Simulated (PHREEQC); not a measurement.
A solution holds 0.0022 mol/kgw KOH and 0.0033 mol/kgw K3PO4, at 64 °C. Closed to the air; pH follows from the charge balance.

Computed with PHREEQC (ion-association model, wateq4f.dat).

**Question.** The ionic strength comes out as 0.0157 mol/kgw. What activity coefficients do HPO4-2, KHPO4-, PO4-3, K+, OH- get?

**Answer.** HPO4-2 0.59, KHPO4- 0.88, PO4-3 0.31, K+ 0.87, OH- 0.87.

Precipitation was switched off in this run. Species that the database lacks are ignored. H3PO4, which wateq4f.dat lacks, is added to it with the constant of phreeqc.dat. Away from 25 °C the constants follow the database's enthalpies or fits; those with neither stay at their 25 °C values.
